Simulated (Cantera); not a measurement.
Feed: 1 mol C2H6, 0.073 mol NH3, 0.49 mol H2, 1.3 mol O2, at 1975 K and 0.000120 bar.

These are equilibrium values from Cantera (NASA tables, ideal gas, pure condensed phases), not measurements of a reactor. Candidate condensed phases: C, C6H6, C7H8, C8H18, H2O; 136 gas species. Equilibrium is a limit: real reactors are often held back by kinetics, nucleation or transport.

Base state: H2 0.480, CO 0.326, H2O 0.0869, H 0.0865, CO2 0.0131, N2 0.00619, OH 0.00149, O 0.000198 (mole fractions); condensed: gas only.

Q: What changes in the equilibrium state with this change: pressure from 0.000120 bar to 33.0 bar?

A: 
| species | before | after |
|---|---|---|
| H2 | 0.480 | 0.545 |
| CO | 0.326 | 0.342 |
| H2O | 0.0869 | 0.0935 |
| H | 0.0865 | 0.000176 |
| CO2 | 0.0131 | 0.0130 |
| O | 0.000198 | <1e-9 |
| CH4 | <1e-9 | 3.79e-5 |
| NH3 | <1e-9 | 2.24e-5 |
The ideal-gas law is rough above about 30 bar.
